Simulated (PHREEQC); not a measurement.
Make-up at 25 °C: 0.16 mol/kgw HF, 0.00021 mol/kgw (CH3)4NF, 0.00014 mol/kgw H4SiO4 and 0.0026 mol/kgw HCl. Closed to the air; pH follows from the charge balance.

All values are PHREEQC results (ion-association model, phreeqc.dat), not measurements.

```json
[
 {"quantity": "pH", "before": "1.87", "after": "1.35"},
 {"quantity": "ionic strength (mol/kgw)", "before": "0.0154", "after": "0.0528"},
 {"quantity": "F- (mol/kgw)", "before": "0.00801", "after": "0.0133"},
 {"quantity": "HF2- (mol/kgw)", "before": "0.00438", "after": "0.0365"},
 {"quantity": "SI of Quartz (SiO2)", "before": "-9.88", "after": "-13.20"}
]
```

Question: Name the change that produced these shifts.
A) HF from 0.16 to 0.144 mol/kgw
B) HF from 0.16 to 0.8 mol/kgw
C) 0.014 mol/kgw Na2CO3 added
D) diluted 2-fold with water

Answer: B, HF from 0.16 to 0.8 mol/kgw

This is a speciation only: nothing precipitates in the calculation. (CH3)4N+ isn't in the database: it is added as a free cation with an ion size of 4 Å. SiF6-2 is the database's only silicon fluoride.
